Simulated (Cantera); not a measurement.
Input (Python, Cantera) and output of one run.

```python
import numpy as np
import cantera as ct

gas_names = """
    CL N NF3
""".split()
cond_names = """
    CaF2(a) CaF2(b) CaF2(L) CaCL2(s) CaCL2(L)
""".split()


def load(file, names, dense=False):
    # The tables refer to 1 bar. Condensed volumes are neglected.
    table = {s.name: s for s in ct.Species.list_from_file(file)}
    out = []
    for n in names:
        d = dict(table[n].input_data)
        d["thermo"] = dict(d["thermo"], **{"reference-pressure": 1e5})
        if dense:
            d["equation-of-state"] = {"model": "constant-volume", "density": "1e6 g/cm^3"}
        out.append(ct.Species.from_dict(d))
    return out


species = {s.name: s for s in load("nasa_gas.yaml", gas_names) + load("nasa_condensed.yaml", cond_names)}
# Each term lists the table entries of one substance; the one whose range holds T is used.
reactions = {
    '3 CaF2 + 6 Cl(g) + 2 N(g) = 3 CaCl2 + 2 NF3(g)':
        [(-3, ['CaF2(a)', 'CaF2(b)', 'CaF2(L)']), (-6, ['CL']), (-2, ['N']), (3, ['CaCL2(s)', 'CaCL2(L)']), (2, ['NF3'])],
}


def pick(names, T):
    return next(species[n] for n in names if species[n].thermo.min_temp <= T <= species[n].thermo.max_temp)


results = []
for label, terms in reactions.items():
    print(label)
    print("     T/K   dH/kJ  dS/(J/K)   dG/kJ   log10 K")
    for T in [300, 2373, 2448, 2523, 2598, 2673]:
        used = [(nu, pick(names, T)) for nu, names in terms]
        dH = sum(nu * s.thermo.h(T) for nu, s in used) / 1e6
        dS = sum(nu * s.thermo.s(T) for nu, s in used) / 1e3
        dG = dH - T * dS / 1e3
        logK = -dG * 1e6 / (ct.gas_constant * T * np.log(10))
        results.append((label, T, dH, dS, dG, logK, [s.name for _, s in used]))
        print(f"{T:8g} {dH:8.1f} {dS:8.1f} {dG:8.1f} {logK:8.2f}")
```

Result:

```
3 CaF2 + 6 Cl(g) + 2 N(g) = 3 CaCl2 + 2 NF3(g)
     T/K   dH/kJ  dS/(J/K)   dG/kJ   log10 K
     300   -646.4   -668.3   -445.9    77.63
    2373   -700.0   -703.7    969.8   -21.35
    2448   -698.9   -703.2   1022.6   -21.82
    2523   -697.8   -702.8   1075.3   -22.26
    2598   -696.7   -702.3   1128.0   -22.68
    2673   -695.5   -701.9   1180.6   -23.07
```

Cantera with NASA thermochemical tables; ideal gases at 1 bar, condensed phases pure. Condensed species are held in their standard states even where they would react or evaporate.
